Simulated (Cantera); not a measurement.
Input (Python, Cantera) and output of one run.

```python
import numpy as np
import cantera as ct

gas_names = """

""".split()
cond_names = """
    TiO(a) TiO(b) TiO(L) Ti(a) Ti(b) Ti(L) Ti2O3(a) Ti2O3(b) Ti2O3(L)
""".split()


# ... load() reads the species with a 1 bar reference pressure and builds the phases ...
species = {s.name: s for s in load("nasa_gas.yaml", gas_names) + load("nasa_condensed.yaml", cond_names)}
# Each term lists the table entries of one substance; the one whose range holds T is used.
reactions = {
    '3 TiO = Ti + Ti2O3':
        [(-3, ['TiO(a)', 'TiO(b)', 'TiO(L)']), (1, ['Ti(a)', 'Ti(b)', 'Ti(L)']), (1, ['Ti2O3(a)', 'Ti2O3(b)', 'Ti2O3(L)'])],
}


def pick(names, T):
    return next(species[n] for n in names if species[n].thermo.min_temp <= T <= species[n].thermo.max_temp)


results = []
for label, terms in reactions.items():
    print(label)
    print("     T/K   dH/kJ  dS/(J/K)   dG/kJ   log10 K")
    for T in [2475, 2525, 2575, 2625, 2675]:
        used = [(nu, pick(names, T)) for nu, names in terms]
        dH = sum(nu * s.thermo.h(T) for nu, s in used) / 1e6
        dS = sum(nu * s.thermo.s(T) for nu, s in used) / 1e3
        dG = dH - T * dS / 1e3
        logK = -dG * 1e6 / (ct.gas_constant * T * np.log(10))
        results.append((label, T, dH, dS, dG, logK, [s.name for _, s in used]))
        print(f"{T:8g} {dH:8.1f} {dS:8.1f} {dG:8.1f} {logK:8.2f}")
```

Output:

```
3 TiO = Ti + Ti2O3
     T/K   dH/kJ  dS/(J/K)   dG/kJ   log10 K
    2475     80.7     -6.0     95.6    -2.02
    2525     80.9     -6.0     95.9    -1.98
    2575     81.0     -5.9     96.2    -1.95
    2625     81.1     -5.9     96.5    -1.92
    2675     81.3     -5.8     96.8    -1.89
```

Source: NASA polynomial tables (part measured, part estimated), evaluated in Cantera. TiO: taken at fixed stoichiometry. Condensed species are held in their standard states even where they would react or evaporate.
